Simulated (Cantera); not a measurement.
Predominance diagram of Ca at 1275 K against the partial pressures of O₂ and F₂ (log10, bar). Cantera with NASA thermochemical tables; ideal gases at 1 bar, condensed phases pure. Candidates: Ca(l), CaF₂(s), CaO(s). Only these pure phases compete in this equilibrium. Not in the tables: oxide halides.

```
log p(F₂) \ log p(O₂)
        columns: -31, -29.6, -28.2, -26.8, -25.4, -24, -22.5, -21.1, -19.7, -18.3, -16.9, -15.5, -14.1, -12.7, -11.3, -9.9, -8.5, -7, -5.6, -4.2, -2.8, -1.4, 0
      1  A A A A A A A A A A A A A A A A A A A A A A A
   -1.3  A A A A A A A A A A A A A A A A A A A A A A A
   -3.6  A A A A A A A A A A A A A A A A A A A A A A A
   -5.9  A A A A A A A A A A A A A A A A A A A A A A A
   -8.2  A A A A A A A A A A A A A A A A A A A A A A A
  -10.5  A A A A A A A A A A A A A A A A A A A A A A A
  -12.8  A A A A A A A A A A A A A A A A A A A A A A A
  -15.1  A A A A A A A A A A A A A A A A A A A A A A A
  -17.4  A A A A A A A A A A A A A A A A A A A A A A A
  -19.7  A A A A A A A A A A A A A A A A A A A A A A A
    -22  A A A A A A A A A A A A A A A A A A A A A B B
```

A: CaF₂(s); B: CaO(s).
